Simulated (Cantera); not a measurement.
A Cantera script and its output.

```python
import numpy as np
import cantera as ct

gas = ct.Solution("gri30.yaml")
gas.TPX = 375, 400000, {'CH4': 1, 'C2H6': 0.64, 'C3H8': 0.033, 'O2': 3.15, 'N2': 11.8}
flame = ct.FreeFlame(gas, width=0.015)
flame.set_refine_criteria(ratio=3, slope=0.08, curve=0.16)
flame.transport_model = "mixture-averaged"
flame.solve(loglevel=0, auto=True)
z, T = flame.grid, flame.T
thick = (T[-1] - T[0]) / np.gradient(T, z).max()
show = ['CH4', 'C2H6', 'C3H8', 'N2O', 'O2', 'CH2O']
print(f"laminar burning velocity  {flame.velocity[0] * 100:.3f} cm/s")
print(f"burnt temperature         {T[-1]:.1f} K")
print(f"thermal thickness         {thick * 1e3:.4f} mm")
print(f"grid points               {len(z)}")
z0 = z[flame.heat_release_rate.argmax()]
print(f"{'z/mm':>9s}{'T/K':>9s}{'u/(m/s)':>9s}" + "".join(f"{s:>11s}" for s in show))
rows = []
for k in (-3, -2, -1.5, -1, -0.5, -0.25, 0, 0.25, 0.5, 1, 2, 4, 8):
    zz = z0 + k * thick
    rows.append([k * thick, np.interp(zz, z, T), np.interp(zz, z, flame.velocity),
                 *(np.interp(zz, z, flame.X[gas.species_index(s)]) for s in show)])
    print(f"{rows[-1][0] * 1e3:9.3f}{rows[-1][1]:9.1f}{rows[-1][2]:9.3f}" + "".join(f"{x:11.3e}" for x in rows[-1][3:]))
```

Result:

```
laminar burning velocity  18.844 cm/s
burnt temperature         2065.3 K
thermal thickness         0.2407 mm
grid points               136
     z/mm      T/K  u/(m/s)        CH4       C2H6       C3H8        N2O         O2       CH2O
   -0.722    375.2    0.189  6.000e-02  3.842e-02  1.981e-03  4.699e-13  1.890e-01  4.438e-08
   -0.481    378.7    0.192  5.959e-02  3.824e-02  1.973e-03  1.493e-11  1.880e-01  1.336e-06
   -0.361    396.7    0.202  5.865e-02  3.792e-02  1.961e-03  1.463e-10  1.857e-01  1.273e-05
   -0.241    518.4    0.268  5.430e-02  3.602e-02  1.904e-03  1.924e-09  1.741e-01  1.582e-04
   -0.120   1003.6    0.535  3.851e-02  2.325e-02  1.357e-03  1.682e-08  1.240e-01  1.221e-03
   -0.060   1407.3    0.765  2.468e-02  8.622e-03  5.100e-04  3.667e-08  7.694e-02  1.587e-03
    0.000   1771.3    0.977  1.058e-02  6.263e-04  1.184e-05  5.196e-08  3.213e-02  4.392e-04
    0.060   1954.4    1.081  3.586e-03  3.112e-05  4.039e-08  3.597e-08  1.019e-02  1.119e-04
    0.120   2020.1    1.117  1.662e-03  5.143e-06  2.212e-09  1.900e-08  3.288e-03  4.278e-05
    0.241   2055.6    1.135  8.465e-04  6.945e-07  9.889e-11  7.068e-09  5.256e-04  1.212e-05
    0.481   2066.8    1.140  5.693e-04  1.209e-07  6.568e-12  3.170e-09  4.469e-05  3.886e-06
    0.963   2068.3    1.141  4.009e-04  3.610e-08  1.028e-12  2.485e-09  2.310e-06  1.896e-06
    1.926   2067.2    1.142  2.227e-04  1.025e-08  1.583e-13  2.742e-09  4.395e-07  9.608e-07
```

Detailed kinetics in Cantera: GRI-Mech 3.0 (53 species, 325 reactions). Burning velocities carry a grid error of a few per cent, more on coarse grids.
